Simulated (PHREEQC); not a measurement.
Synthetic water in mmol/kgw, 40 °C, pH 3.78, pe 9.8:

| constituent | mmol/kgw |
|---|---|
| Na | 2.52 |
| K | 4.7 |
| Ca | 2.7 |
| Mg | 0.175 |
| Cl | 1.15 |
| S(6) | 6.07 |
| Mn(2) | 0.145 |

Na is adjusted to close the charge balance.
Valence states are taken as typed.

All values are PHREEQC results (ion-association model, phreeqc.dat), not measurements.

Each row changes one thing in this solution. No solid was allowed to form.

| case | ionic strength (mol/kgw) | SO4-2 (mol/kgw) | K+ (mol/kgw) | Ca+2 (mol/kgw) | CaSO4 (mol/kgw) | KSO4- (mol/kgw) | SI of Gypsum (CaSO4:2H2O) | SI of Halite (NaCl) |
|---|---|---|---|---|---|---|---|---|
| as made | 0.0187 | 0.00504 | 0.00458 | 0.00201 | 0.000685 | 0.000120 | -0.86 | -7.29 |
| temperature from 40 to 80 °C at the same typed pH | 0.0179 | 0.00474 | 0.00451 | 0.00196 | 0.000742 | 0.000188 | -0.79 | -7.35 |
| S(6) from 6.07 to 18.2 mmol/kgw | 0.0511 | 0.0156 | 0.00443 | 0.00165 | 0.00104 | 0.000274 | -0.68 | -6.29 |
| all concentrations times 4 at the same typed pH | (withheld) | 0.0178 | (withheld) | 0.00668 | 0.00411 | (withheld) | -0.08 | (withheld) |

Q: Fill in the missing entries.

A: 
- all concentrations times 4 at the same typed pH, ionic strength (mol/kgw): 0.0672
- all concentrations times 4 at the same typed pH, K+ (mol/kgw): 0.0176
- all concentrations times 4 at the same typed pH, KSO4- (mol/kgw): 0.00115
- all concentrations times 4 at the same typed pH, SI of Halite (NaCl): -6.14

Complexes and solids missing from the database can't appear. At this temperature some constants are extrapolated from 25 °C, and those without enthalpy data are left unchanged.
